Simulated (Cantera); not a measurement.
## Abatement and gas-phase synthesis: HI + H2 + N2

Charge: 1 mol HI, 8.6 mol H2, 9 mol N2, held at 0.00133 bar.

Cantera equilibrium calculation (NASA polynomials, part measured and part estimated; ideal gas, pure solids and liquids). Candidate condensed phases: I2; 12 gas species. Rates play no part.

From 1623 K to 2373 K nothing is condensed.

| T (K) | x H2 | x N2 | x H | x I | x HI | x N | x I2 |
|---|---|---|---|---|---|---|---|
| 1623 | 0.475 | 0.471 | 0.00130 | 0.0499 | 0.00249 | 2.09e-11 | 8.52e-7 |
| 1698 | 0.474 | 0.471 | 0.00273 | 0.0504 | 0.00190 | 1.00e-10 | 5.23e-7 |
| 1773 | 0.472 | 0.470 | 0.00535 | 0.0508 | 0.00148 | 4.22e-10 | 3.32e-7 |
| 1848 | 0.469 | 0.469 | 0.00994 | 0.0510 | 0.00117 | 1.58e-9 | 2.18e-7 |
| 1923 | 0.463 | 0.467 | 0.0176 | 0.0510 | 0.000937 | 5.32e-9 | 1.46e-7 |
| 1998 | 0.454 | 0.464 | 0.0296 | 0.0508 | 0.000757 | 1.64e-8 | 1.01e-7 |
| 2073 | 0.441 | 0.460 | 0.0478 | 0.0505 | 0.000614 | 4.63e-8 | 7.08e-8 |
| 2148 | 0.422 | 0.454 | 0.0741 | 0.0499 | 0.000499 | 1.22e-7 | 5.03e-8 |
| 2223 | 0.395 | 0.445 | 0.110 | 0.0491 | 0.000404 | 2.99e-7 | 3.61e-8 |
| 2298 | 0.360 | 0.434 | 0.157 | 0.0479 | 0.000323 | 6.90e-7 | 2.61e-8 |
| 2373 | 0.317 | 0.420 | 0.215 | 0.0465 | 0.000255 | 1.50e-6 | 1.89e-8 |
x: gas mole fraction; nothing condenses.
